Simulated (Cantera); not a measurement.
**Carbon deposition, reforming and gasification: C2H6 + NH3 + H2 + H2O**

Charge: 1 mol C2H6, 0.46 mol NH3, 0.4 mol H2, 0.051 mol H2O, equilibrated at 15.0 mbar.

Cantera equilibrium calculation (NASA polynomials, part measured and part estimated; ideal gas, pure solids and liquids). Candidate condensed phases: C, C6H6, C7H8, C8H18, H2O; 136 gas species. The numbers say what is thermodynamically allowed, not how fast it happens.

From 1400 °C to 2100 °C the condensed part is C(graphite). The main C-bearing gas is CO throughout. The share of C in condensed phases is highest at 1400 °C (97.3 %) and lowest at 2100 °C (92.6 %).

```json
[
 {"T (°C)": "1400", "x H2": "0.935", "x H": "0.000899", "x N2": "0.0516", "x CO": "0.0115", "x HCN": "0.000693", "n C(graphite)": "1.95"},
 {"T (°C)": "1500", "x H2": "0.934", "x H": "0.00224", "x N2": "0.0513", "x CO": "0.0115", "x HCN": "0.00118", "n C(graphite)": "1.94"},
 {"T (°C)": "1600", "x H2": "0.930", "x H": "0.00508", "x N2": "0.0509", "x CO": "0.0115", "x HCN": "0.00188", "n C(graphite)": "1.94"},
 {"T (°C)": "1700", "x H2": "0.924", "x H": "0.0106", "x N2": "0.0502", "x CO": "0.0115", "x HCN": "0.00285", "n C(graphite)": "1.93"},
 {"T (°C)": "1800", "x H2": "0.913", "x H": "0.0205", "x N2": "0.0493", "x CO": "0.0114", "x HCN": "0.00413", "n C(graphite)": "1.92"},
 {"T (°C)": "1900", "x H2": "0.895", "x H": "0.0373", "x N2": "0.0480", "x CO": "0.0113", "x HCN": "0.00571", "n C(graphite)": "1.90"},
 {"T (°C)": "2000", "x H2": "0.867", "x H": "0.0639", "x N2": "0.0462", "x CO": "0.0112", "x HCN": "0.00759", "n C(graphite)": "1.88"},
 {"T (°C)": "2100", "x H2": "0.826", "x H": "0.104", "x N2": "0.0440", "x CO": "0.0109", "x HCN": "0.00965", "n C(graphite)": "1.85"}
]
```
x: gas mole fraction; n: condensed amount in mol.
